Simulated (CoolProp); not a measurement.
Normal hydrogen along the isobar 5.78 MPa: fugacity coefficient from the reference equation and from simpler models built on Tc = 33.1 K, pc = 1.296 MPa, ω = -0.219; each cubic takes its own stable root.

The numbers come from the reference Helmholtz-energy equation of state, Leachman 2009 in CoolProp.

```csv
T (K),phase,reference
31.7,liquid,0.2339
49.1,supercritical,0.6431
66.5,supercritical,0.8642
83.9,supercritical,0.9578
101.3,supercritical,1.001
118.6,supercritical,1.022
136,supercritical,1.033
153.4,supercritical,1.038
170.8,supercritical,1.040
```

Q: How far does each simpler model (van der Waals, Redlich-Kwong, Soave-Redlich-Kwong, Peng-Robinson) lie from the reference over these 9 states: mean and median of the absolute difference, and the worst?

A: 
- van der Waals: mean 2.9 %, median 0.2 %, worst +22.4 % at 31.7 K and 5.78 MPa
- Redlich-Kwong: mean 3.2 %, median 2.4 %, worst +9.1 % at 49.1 K and 5.78 MPa
- Soave-Redlich-Kwong: mean 2.0 %, median 1.9 %, worst -3.5 % at 66.5 K and 5.78 MPa
- Peng-Robinson: mean 7.2 %, median 6.9 %, worst -11.7 % at 49.1 K and 5.78 MPa
